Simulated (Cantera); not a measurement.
## Thermodynamics of silicon epitaxy and polysilicon growth, feed SiHCl3 + HCl + N2

Feed: 1 mol SiHCl3, 0.24 mol HCl, 3.8 mol N2, held at 1 atm.

These are equilibrium values from Cantera (NASA tables, ideal gas, pure condensed phases), not measurements of a reactor. Candidate condensed phases: NH4Cl, Si, Si3N4; 28 gas species. N2 is the only nitrogen source here; it is nearly inert below about 1500 K, so the nitride shown seldom forms there in practice. The tables' values for SiCl3 are old estimates; treat these amounts as uncertain. Equilibrium is a limit: real reactors are often held back by kinetics, nucleation or transport.

From 600 °C to 1250 °C the condensed part is Si3N4(s). The main Si-bearing gas is SiCl4 throughout. The share of Si in condensed phases is highest at 1050 °C (40.6 %) and lowest at 600 °C (37.4 %).

```json
[
 {"T (°C)": "600", "x N2": "0.688", "x HCl": "0.142", "x SiCl4": "0.121", "x H2": "0.0488", "x SiCl3": "1.07e-6", "x SiCl2": "5.53e-10", "n Si3N4(s)": "0.125"},
 {"T (°C)": "650", "x N2": "0.686", "x HCl": "0.147", "x SiCl4": "0.120", "x H2": "0.0463", "x SiCl3": "3.68e-6", "x SiCl2": "4.55e-9", "n Si3N4(s)": "0.127"},
 {"T (°C)": "700", "x N2": "0.685", "x HCl": "0.152", "x SiCl4": "0.119", "x H2": "0.0440", "x SiCl3": "1.12e-5", "x SiCl2": "3.01e-8", "n Si3N4(s)": "0.129"},
 {"T (°C)": "750", "x N2": "0.685", "x HCl": "0.155", "x SiCl4": "0.118", "x H2": "0.0420", "x SiCl3": "3.03e-5", "x SiCl2": "1.65e-7", "n Si3N4(s)": "0.130"},
 {"T (°C)": "800", "x N2": "0.684", "x HCl": "0.159", "x SiCl4": "0.117", "x H2": "0.0403", "x SiCl3": "7.47e-5", "x SiCl2": "7.66e-7", "n Si3N4(s)": "0.132"},
 {"T (°C)": "850", "x N2": "0.683", "x HCl": "0.162", "x SiCl4": "0.116", "x H2": "0.0387", "x SiCl3": "0.000170", "x SiCl2": "3.10e-6", "n Si3N4(s)": "0.133"},
 {"T (°C)": "900", "x N2": "0.683", "x HCl": "0.164", "x SiCl4": "0.115", "x H2": "0.0373", "x SiCl3": "0.000360", "x SiCl2": "1.11e-5", "n Si3N4(s)": "0.134"},
 {"T (°C)": "950", "x N2": "0.682", "x HCl": "0.167", "x SiCl4": "0.114", "x H2": "0.0360", "x SiCl3": "0.000714", "x SiCl2": "3.57e-5", "n Si3N4(s)": "0.135"},
 {"T (°C)": "1000", "x N2": "0.682", "x HCl": "0.169", "x SiCl4": "0.112", "x H2": "0.0349", "x SiCl3": "0.00134", "x SiCl2": "0.000104", "n Si3N4(s)": "0.135"},
 {"T (°C)": "1050", "x N2": "0.681", "x HCl": "0.170", "x SiCl4": "0.111", "x H2": "0.0339", "x SiCl3": "0.00238", "x SiCl2": "0.000280", "n Si3N4(s)": "0.135"},
 {"T (°C)": "1100", "x N2": "0.680", "x HCl": "0.172", "x SiCl4": "0.109", "x H2": "0.0330", "x SiCl3": "0.00405", "x SiCl2": "0.000697", "n Si3N4(s)": "0.135"},
 {"T (°C)": "1150", "x N2": "0.680", "x HCl": "0.173", "x SiCl4": "0.106", "x H2": "0.0322", "x SiCl3": "0.00657", "x SiCl2": "0.00161", "n Si3N4(s)": "0.133"},
 {"T (°C)": "1200", "x N2": "0.679", "x HCl": "0.173", "x SiCl4": "0.101", "x H2": "0.0316", "x SiCl3": "0.0102", "x SiCl2": "0.00349", "n Si3N4(s)": "0.130"},
 {"T (°C)": "1250", "x N2": "0.677", "x HCl": "0.172", "x SiCl4": "0.0952", "x H2": "0.0311", "x SiCl3": "0.0150", "x SiCl2": "0.00709", "n Si3N4(s)": "0.125"}
]
```
x: gas mole fraction; n: condensed amount in mol.
